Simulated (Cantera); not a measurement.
## Transport properties of process gases

Gas mixture: 100 % NO, at 90.0 Torr, frozen composition.

Cantera's kinetic-theory transport with the Lennard-Jones parameters of GRI-Mech 3.0, ideal gas; thermal conductivity in the mixture-averaged form.

```json
[
 {"T (K)": "400", "ρ (kg/m³)": "0.108", "cp (J/kg/K)": "998.6", "μ (µPa s)": "23.1", "λ (mW/m/K)": "32.4", "Pr": "0.712", "D (cm²/s) H": "17.1", "D (cm²/s) H₂O": "3.30", "D (cm²/s) H₂": "10.7"},
 {"T (K)": "500", "ρ (kg/m³)": "0.0866", "cp (J/kg/K)": "1016", "μ (µPa s)": "27.0", "λ (mW/m/K)": "38.8", "Pr": "0.708", "D (cm²/s) H": "25.3", "D (cm²/s) H₂O": "5.02", "D (cm²/s) H₂": "15.5"},
 {"T (K)": "600", "ρ (kg/m³)": "0.0722", "cp (J/kg/K)": "1041", "μ (µPa s)": "30.6", "λ (mW/m/K)": "45.1", "Pr": "0.706", "D (cm²/s) H": "34.5", "D (cm²/s) H₂O": "7.01", "D (cm²/s) H₂": "21.1"},
 {"T (K)": "700", "ρ (kg/m³)": "0.0619", "cp (J/kg/K)": "1067", "μ (µPa s)": "34.0", "λ (mW/m/K)": "51.3", "Pr": "0.707", "D (cm²/s) H": "44.9", "D (cm²/s) H₂O": "9.26", "D (cm²/s) H₂": "27.3"},
 {"T (K)": "800", "ρ (kg/m³)": "0.0541", "cp (J/kg/K)": "1092", "μ (µPa s)": "37.1", "λ (mW/m/K)": "57.3", "Pr": "0.708", "D (cm²/s) H": "56.2", "D (cm²/s) H₂O": "11.7", "D (cm²/s) H₂": "34.0"},
 {"T (K)": "900", "ρ (kg/m³)": "0.0481", "cp (J/kg/K)": "1114", "μ (µPa s)": "40.1", "λ (mW/m/K)": "63.0", "Pr": "0.708", "D (cm²/s) H": "68.5", "D (cm²/s) H₂O": "14.4", "D (cm²/s) H₂": "41.4"},
 {"T (K)": "1000", "ρ (kg/m³)": "0.0433", "cp (J/kg/K)": "1133", "μ (µPa s)": "42.9", "λ (mW/m/K)": "68.6", "Pr": "0.709", "D (cm²/s) H": "81.8", "D (cm²/s) H₂O": "17.4", "D (cm²/s) H₂": "49.3"}
]
```
D: mixture-averaged diffusion coefficient of that species in the mixture.
